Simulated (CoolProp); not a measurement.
Vapour pressure (MPa) of propylene: the reference equation beside estimates from Tc = 364.2 K, pc = 4.555 MPa, ω = 0.146. Clausius-Clapeyron is anchored at 224.8 K with a constant enthalpy of vaporisation of 18.50 kJ/mol.

Values from CoolProp's reference Helmholtz-energy equation of state, Lemmon 2013.

```
T (K)  reference  Lee-Kesler  Clausius-Clapeyron  van der Waals  Redlich-Kwong  Soave-Redlich-Kwong  Peng-Robinson
-----  ---------  ----------  ------------------  -------------  -------------  -------------------  -------------
209.3    0.04537     0.04450             0.04708         0.3071        0.05842              0.04473        0.04615
213.2    0.05573     0.05478             0.05719         0.3426        0.07163              0.05502        0.05652
217.1    0.06790     0.06687             0.06898         0.3810        0.08704              0.06710        0.06867
220.9    0.08167     0.08059             0.08229         0.4210         0.1044              0.08080        0.08241
224.8    0.09800     0.09689             0.09800         0.4650         0.1248              0.09707        0.09867
228.6     0.1163      0.1152              0.1155         0.5108         0.1474               0.1153         0.1168
232.5     0.1376      0.1366              0.1360         0.5608         0.1738               0.1367         0.1381
236.4     0.1619      0.1610              0.1593         0.6140         0.2035               0.1610         0.1623
240.2     0.1886      0.1878              0.1849         0.6690         0.2359               0.1878         0.1888
244.1     0.2195      0.2188              0.2144         0.7287         0.2729               0.2187         0.2194
248       0.2539      0.2535              0.2474         0.7919         0.3141               0.2534         0.2537
251.8     0.2914      0.2912              0.2833         0.8568         0.3583               0.2910         0.2909
255.7     0.3340      0.3341              0.3242         0.9269         0.4083               0.3340         0.3333
259.6     0.3811      0.3815              0.3694          1.001         0.4631               0.3815         0.3802
263.4     0.4316      0.4324              0.4181          1.076         0.5214               0.4326         0.4306
```

Absolute difference from the reference over all 15 rows, mean and median: Lee-Kesler 0.7 and 0.6 %, Clausius-Clapeyron 2.1 and 2.3 %, van der Waals 310.1 and 279.2 %, Redlich-Kwong 25.3 and 25.7 %, Soave-Redlich-Kwong 0.6 and 0.6 %, Peng-Robinson 0.5 and 0.2 %.
